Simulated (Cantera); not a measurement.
Moist CO burnout

A perfectly stirred reactor is fed with 0.113 % CO, 5.91 % O2, 0.216 % H2O, 93.8 % N2, equivalence ratio 0.0095, at 0.266 atm; it is held at 1248 K, and followed from long to short residence time.

Detailed kinetics in Cantera: GRI-Mech 3.0 (53 species, 325 reactions).

```csv
τ (s),x CO,x O2,x H2O,x H2,x CO2,x HO2,x NO
0.95,7.26e-5,0.0586,0.00215,4.14e-7,0.00105,2.30e-7,8.58e-8
0.55,0.000103,0.0586,0.00214,5.86e-7,0.00102,2.94e-7,6.50e-8
0.32,0.000146,0.0586,0.00214,8.19e-7,0.000980,3.67e-7,4.78e-8
0.18,0.000208,0.0586,0.00214,1.14e-6,0.000918,4.55e-7,3.32e-8
0.11,0.000278,0.0586,0.00214,1.48e-6,0.000847,5.34e-7,2.33e-8
0.061,0.000387,0.0587,0.00213,1.93e-6,0.000738,6.26e-7,1.44e-8
0.035,0.000515,0.0587,0.00213,2.30e-6,0.000611,6.98e-7,8.28e-9
0.020,0.000663,0.0588,0.00213,2.45e-6,0.000462,7.37e-7,4.05e-9
0.012,0.000806,0.0589,0.00213,2.21e-6,0.000319,7.21e-7,1.65e-9
0.0067,0.000959,0.0589,0.00214,1.38e-6,0.000166,6.08e-7,3.41e-10
0.0039,0.00107,0.0590,0.00215,3.97e-7,5.46e-5,3.84e-7,2.46e-11
```
x: mole fraction; the columns are a selection and need not sum to one.
